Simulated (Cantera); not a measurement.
Input: 1 mol Fe2O3, 7 mol C, 0.39 mol H2, at 13300 Pa.

These are equilibrium values from Cantera (NASA tables, ideal gas, pure condensed phases), not measurements of a reactor. Candidate condensed phases: C, C6H6, C7H8, C8H18, Fe, Fe(CO)5, FeO, Fe(OH)2, Fe(OH)3, Fe2O3, Fe3O4, H2O; 114 gas species. Iron dissolves carbon and melts from about 1420 K in contact with it, which pure phases cannot show. Condensed phases not in the tables: cementite and carbon dissolved in iron. Rates play no part.

x: gas mole fraction; n: condensed amount in mol.

| T (K) | x CO | x Fe | x H2 | x H | x CO2 | n C(graphite) | n Fe(γ) | n Fe(δ) | n Fe(l) |
|---|---|---|---|---|---|---|---|---|---|
| 1225 | 0.883 | 8.46e-10 | 0.115 | 2.89e-7 | [?] | 4.01 | 2.00 | 0 | 0 |
| 1325 | 0.885 | 1.65e-8 | 0.115 | 1.52e-6 | [?] | 4.00 | 2.00 | 0 | 0 |
| 1425 | 0.885 | 2.10e-7 | 0.115 | 6.34e-6 | [?] | 4.00 | 2.00 | 0 | 0 |
| 1525 | 0.885 | 1.90e-6 | 0.115 | 2.20e-5 | [?] | 4.00 | 2.00 | 0 | 0 |
| 1625 | 0.885 | 1.30e-5 | 0.115 | 6.55e-5 | [?] | 4.00 | 2.00 | 0 | 0 |
| 1725 | 0.885 | 7.07e-5 | 0.115 | 0.000172 | [?] | 4.00 | 0 | 2.00 | 0 |
| 1825 | 0.884 | 0.000314 | 0.115 | 0.000409 | [?] | 4.00 | 0 | 0 | 2.00 |
| 1925 | 0.884 | 0.00114 | 0.114 | 0.000885 | [?] | 4.00 | 0 | 0 | 2.00 |
| 2025 | 0.881 | 0.00361 | 0.114 | 0.00178 | [?] | 4.00 | 0 | 0 | 1.99 |
| 2125 | 0.874 | 0.0102 | 0.112 | 0.00333 | [?] | 4.00 | 0 | 0 | 1.97 |
| 2225 | 0.859 | 0.0261 | 0.108 | 0.00584 | [?] | 4.00 | 0 | 0 | 1.91 |
| 2325 | 0.826 | 0.0613 | 0.102 | 0.00963 | [?] | 4.00 | 0 | 0 | 1.78 |
| 2425 | 0.760 | 0.134 | 0.0907 | 0.0148 | [?] | 3.99 | 0 | 0 | 1.47 |

**Question.** Complete the blanks.

**Answer.** 
- 1225, x CO2: 0.00139
- 1325, x CO2: 0.000403
- 1425, x CO2: 0.000139
- 1525, x CO2: 5.58e-5
- 1625, x CO2: 2.51e-5
- 1725, x CO2: 1.25e-5
- 1825, x CO2: 6.72e-6
- 1925, x CO2: 3.87e-6
- 2025, x CO2: 2.35e-6
- 2125, x CO2: 1.49e-6
- 2225, x CO2: 9.66e-7
- 2325, x CO2: 6.22e-7
- 2425, x CO2: 3.79e-7
